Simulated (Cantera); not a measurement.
Adiabatic ignition

An adiabatic, constant-pressure homogeneous reactor starts with 4.70 % C3H8, 25.8 % O2, 69.5 % N2, at 1600 K and 100000 Pa.

Computed with Cantera and GRI-Mech 3.0 (53 species, 325 reactions). GRI-Mech 3.0 was tuned for natural gas; its chemistry of propane as a main component is partial and can be far from experiment.

```tsv
t (s)	T (K)	x C3H8	x O2	x NO	x C2H4	x H
8.00e-6	1581	0.0392	0.253	5.03e-11	0.00689	6.47e-5
2.46e-5	1726	0.00773	0.209	6.42e-9	0.0289	0.000659
7.59e-5	2680	<1e-12	0.0508	0.000395	<1e-12	0.0228
0.000234	2858	<1e-12	0.0469	0.00274	<1e-12	0.0147
0.000721	2869	<1e-12	0.0440	0.00922	<1e-12	0.0138
0.00222	2864	<1e-12	0.0417	0.0152	<1e-12	0.0136
0.00684	2863	<1e-12	0.0414	0.0158	<1e-12	0.0136
0.0211	2863	<1e-12	0.0414	0.0158	<1e-12	0.0136
0.0649	2863	<1e-12	0.0414	0.0158	<1e-12	0.0136
0.200	2863	<1e-12	0.0414	0.0158	<1e-12	0.0136
```
x: mole fraction; the columns are a selection and need not sum to one.

- time of steepest temperature rise = 31.0 µs
- temperature at 0.200 s = 2863 K
- equilibrium temperature = 2863 K
- x(C3H8) at 0.200 s = <1e-12 (gas-phase equilibrium <1e-12)
- x(O2) at 0.200 s = 0.0414 (gas-phase equilibrium 0.0414)
- x(NO) at 0.200 s = 0.0158 (gas-phase equilibrium 0.0158)
